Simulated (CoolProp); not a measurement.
Vapour-liquid equilibrium of CHF3 (R23) (1) + R227EA (2) at 0.0414 MPa; x and y are mole fractions of (1).

The numbers come from the multi-fluid Helmholtz-energy mixture model, Penoncello 2003 and Lemmon 2016; pair parameters Bell 2016 in CoolProp.

```json
[
 {"x": "0.05", "bubble temperature, mixture model (°C)": "-50.6", "bubble temperature, Raoult's law (°C)": "-49.9", "y, mixture model": "0.593", "y, Raoult's law": "0.582"},
 {"x": "0.15", "bubble temperature, mixture model (°C)": "-68.8", "bubble temperature, Raoult's law (°C)": "-65.7", "y, mixture model": "0.892", "y, Raoult's law": "0.868"},
 {"x": "0.25", "bubble temperature, mixture model (°C)": "-78.1", "bubble temperature, Raoult's law (°C)": "-74.3", "y, mixture model": "0.955", "y, Raoult's law": "0.940"},
 {"x": "0.35", "bubble temperature, mixture model (°C)": "-83.6", "bubble temperature, Raoult's law (°C)": "-79.9", "y, mixture model": "0.975", "y, Raoult's law": "0.967"},
 {"x": "0.45", "bubble temperature, mixture model (°C)": "-87.2", "bubble temperature, Raoult's law (°C)": "-84.0", "y, mixture model": "0.984", "y, Raoult's law": "0.981"},
 {"x": "0.55", "bubble temperature, mixture model (°C)": "-89.6", "bubble temperature, Raoult's law (°C)": "-87.2", "y, mixture model": "0.989", "y, Raoult's law": "0.988"},
 {"x": "0.65", "bubble temperature, mixture model (°C)": "-91.3", "bubble temperature, Raoult's law (°C)": "-89.8", "y, mixture model": "0.992", "y, Raoult's law": "0.993"},
 {"x": "0.75", "bubble temperature, mixture model (°C)": "-92.8", "bubble temperature, Raoult's law (°C)": "-92.0", "y, mixture model": "0.995", "y, Raoult's law": "0.996"},
 {"x": "0.85", "bubble temperature, mixture model (°C)": "-94.1", "bubble temperature, Raoult's law (°C)": "-93.8", "y, mixture model": "0.997", "y, Raoult's law": "0.998"},
 {"x": "0.95", "bubble temperature, mixture model (°C)": "-95.5", "bubble temperature, Raoult's law (°C)": "-95.4", "y, mixture model": "0.999", "y, Raoult's law": "0.999"}
]
```

The largest gap from Raoult's law is -3.8 K in bubble temperature, at x = 0.25. No azeotrope shows between x = 0.05 and 0.95.

The pair parameters rest on a limited set of measurements; away from them the model extrapolates.
